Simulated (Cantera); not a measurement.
# Low-pressure radical oxidation in H2/O2

An isothermal, constant-pressure homogeneous reactor starts with H₂ : O₂ = 0.015 : 1 (molar parts), at 1325 K and 340 Pa.

Detailed kinetics in Cantera: the H2/O2 subset of GRI-Mech 3.0, which has no nitrogen chemistry. Radical loss at walls, strong at low pressure, is not modelled.

```json
[
 {"t (s)": "4.00e-6", "x H₂": "0.0148", "x O₂": "0.985", "x OH": "2.30e-12", "x H₂O": "<1e-12", "x H₂O₂": "<1e-12"},
 {"t (s)": "1.15e-5", "x H₂": "0.0148", "x O₂": "0.985", "x OH": "1.83e-11", "x H₂O": "<1e-12", "x H₂O₂": "<1e-12"},
 {"t (s)": "3.28e-5", "x H₂": "0.0148", "x O₂": "0.985", "x OH": "1.40e-10", "x H₂O": "2.19e-12", "x H₂O₂": "<1e-12"},
 {"t (s)": "9.40e-5", "x H₂": "0.0148", "x O₂": "0.985", "x OH": "9.42e-10", "x H₂O": "4.42e-11", "x H₂O₂": "<1e-12"},
 {"t (s)": "0.000269", "x H₂": "0.0148", "x O₂": "0.985", "x OH": "5.06e-9", "x H₂O": "7.38e-10", "x H₂O₂": "<1e-12"},
 {"t (s)": "0.000771", "x H₂": "0.0148", "x O₂": "0.985", "x OH": "2.29e-8", "x H₂O": "1.00e-8", "x H₂O₂": "6.95e-12"},
 {"t (s)": "0.00221", "x H₂": "0.0148", "x O₂": "0.985", "x OH": "1.56e-7", "x H₂O": "1.59e-7", "x H₂O₂": "5.44e-11"},
 {"t (s)": "0.00632", "x H₂": "0.0148", "x O₂": "0.985", "x OH": "8.98e-6", "x H₂O": "1.29e-5", "x H₂O₂": "3.93e-10"},
 {"t (s)": "0.0181", "x H₂": "0.000808", "x O₂": "0.972", "x OH": "0.00258", "x H₂O": "0.0122", "x H₂O₂": "1.13e-8"},
 {"t (s)": "0.0519", "x H₂": "8.59e-5", "x O₂": "0.971", "x OH": "0.00162", "x H₂O": "0.0135", "x H₂O₂": "5.26e-9"},
 {"t (s)": "0.149", "x H₂": "8.36e-5", "x O₂": "0.972", "x OH": "0.00160", "x H₂O": "0.0136", "x H₂O₂": "5.24e-9"},
 {"t (s)": "0.426", "x H₂": "7.73e-5", "x O₂": "0.973", "x OH": "0.00154", "x H₂O": "0.0136", "x H₂O₂": "5.16e-9"},
 {"t (s)": "1.22", "x H₂": "6.25e-5", "x O₂": "0.975", "x OH": "0.00139", "x H₂O": "0.0138", "x H₂O₂": "4.92e-9"},
 {"t (s)": "3.49", "x H₂": "3.72e-5", "x O₂": "0.979", "x OH": "0.00107", "x H₂O": "0.0142", "x H₂O₂": "4.27e-9"},
 {"t (s)": "10.0", "x H₂": "1.33e-5", "x O₂": "0.983", "x OH": "0.000641", "x H₂O": "0.0145", "x H₂O₂": "2.92e-9"}
]
```
x: mole fraction; the columns are a selection and need not sum to one.

Equilibrium at this temperature and pressure: H₂ 3.47e-8, O₂ 0.985, OH 3.29e-5, H₂O 0.0149, H₂O₂ 5.70e-11 (gas phase only).
